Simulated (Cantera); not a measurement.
A freely propagating, adiabatic, planar premixed flame of H₂ : O₂ : N₂ : H₂O = 1 : 0.172 : 0.648 : 0.056 (molar parts), equivalence ratio 2.9, unburnt at 500 K and 0.375 atm; mixture-averaged transport, grid criteria slope 0.08 and curve 0.16, no radiation.

Detailed kinetics in Cantera: the H2/O2 subset of GRI-Mech 3.0, which has no nitrogen chemistry. Burning velocities carry a grid error of a few per cent, more on coarse grids.

Q: Predict: laminar burning velocity; thermal thickness; peak x(H); peak x(HO₂); peak x(OH).

A: 
| Item | Value |
|---|---|
| laminar burning velocity | 498 cm/s |
| thermal thickness | 1.55 mm |
| peak x(H) | 0.0758 |
| peak x(HO₂) | 0.000152 |
| peak x(OH) | 0.00121 |
